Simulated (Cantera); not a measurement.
A freely propagating, adiabatic, planar premixed flame of H2 : O2 : N2 : H2O = 1 : 0.5 : 1.88 : 0.12 (molar parts), equivalence ratio 1.0, unburnt at 575 K and 5.00 bar; mixture-averaged transport, grid criteria slope 0.08 and curve 0.16, no radiation.

Detailed kinetics in Cantera: the H2/O2 subset of GRI-Mech 3.0, which has no nitrogen chemistry. The hydrogen kinetics of GRI-Mech 3.0 are dated; newer H2 mechanisms differ, most at raised pressure. Burning velocities carry a grid error of a few per cent, more on coarse grids.

```json
[
 {"quantity": "laminar burning velocity", "before": "567 cm/s", "after": "739 cm/s"},
 {"quantity": "thermal thickness", "before": "0.0569 mm", "after": "0.0543 mm"},
 {"quantity": "peak x(H)", "before": "0.0263", "after": "0.0432"},
 {"quantity": "peak x(H2O2)", "before": "9.44e-5", "after": "7.82e-5"},
 {"quantity": "peak x(HO2)", "before": "0.00108", "after": "0.00108"}
]
```

### Question
Name the change that produced these shifts.
A. inlet temperature 575 to 400 K
B. H2 1 to 0.78 parts
C. O2 0.5 to 0.38 parts
D. H2 1 to 1.3 parts

### Answer
D, H2 1 to 1.3 parts
